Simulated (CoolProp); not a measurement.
Computed with CoolProp (reference Helmholtz-energy equation of state, Akasaka 2015).

Give the vapour pressure (MPa), liquid density (kg/m³), liquid conductivity (mW/(m K)) of saturated R245fa at 55.95, 66.65, 72.05 °C.


| T (°C) | p (MPa) | liquid density (kg/m³) | liquid conductivity (mW/(m K)) |
|---|---|---|---|
| 55.95 | 0.411 | 1250 | 82.9 |
| 66.65 | 0.557 | 1220 | 79.8 |
| 72.05 | 0.643 | 1200 | 78.2 |

Thermal conductivity comes from a separate model (Huber 2003), an estimate that may be off by 10 % or more.
